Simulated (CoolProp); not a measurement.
A closed Brayton cycle with nitrogen: compressor inlet 308.15 K and 7.6 MPa, high pressure 26.6 MPa, turbine inlet 620 K, compressor efficiency 0.89, turbine efficiency 0.9, recuperator effectiveness 0.95 (on enthalpy, no pinch check). Each further row changes one setting.

Values from CoolProp's reference Helmholtz-energy equation of state, Span 2000.

| case | thermal efficiency (%) | net work (kJ/kg) | compressor to turbine work | compressor exit (K) | turbine exit (K) |
|---|---|---|---|---|---|
| as stated | 12.1 | 22.2 | 0.88 | 459.7 | 453.4 |
| turbine inlet 570 K | 5.4 | 6.80 | 0.96 | 459.7 | 415.4 |
| compressor inlet 318.15 K | 9.9 | 16.5 | 0.91 | 474.5 | 453.4 |
| high pressure 22.6 MPa | 15.5 | 26.8 | 0.84 | 436.9 | 472.1 |
| recuperator effectiveness 0.5 | 12.1 | 22.2 | 0.88 | 459.7 | 453.4 |
